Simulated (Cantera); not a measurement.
## Catalytic stagnation flow on Pt

A jet of 2.54 % H₂, 10.4 % O₂, 87.1 % N₂, equivalence ratio 0.12 at 300 K and 113 Torr hits a platinum plate 2.8 cm away at a mass flux of 0.041 kg/m²/s; the plate temperature is set and raised in steps from an oxygen-covered start.

Model: Deutschmann's 1995 Pt surface mechanism with GRI-Mech 3.0 gas chemistry, integrated in Cantera. Catalytic surfaces can have several steady states; this one follows from the mechanism file's or the stated starting coverage.

| plate T (K) | wall x H₂ | wall x O₂ | wall x H₂O | wall x OH | θ free Pt | θ O* | θ OH* |
|---|---|---|---|---|---|---|---|
| 500 | 0.00211 | 0.0789 | 0.0454 | <1e-8 | 0.0393 | 0.940 | 0.0204 |
| 550 | 0.00211 | 0.0790 | 0.0450 | <1e-8 | 0.0416 | 0.947 | 0.0117 |
| 600 | 0.00210 | 0.0790 | 0.0447 | <1e-8 | 0.0438 | 0.949 | 0.00730 |
| 650 | 0.00209 | 0.0791 | 0.0444 | <1e-8 | 0.0462 | 0.949 | 0.00488 |
| 700 | 0.00199 | 0.0791 | 0.0444 | <1e-8 | 0.0508 | 0.946 | 0.00353 |
| 750 | 0.00166 | 0.0788 | 0.0447 | <1e-8 | 0.0641 | 0.933 | 0.00286 |
| 800 | 0.00121 | 0.0784 | 0.0454 | <1e-8 | 0.0934 | 0.904 | 0.00257 |
x: mole fraction at the wall; θ: surface coverage.
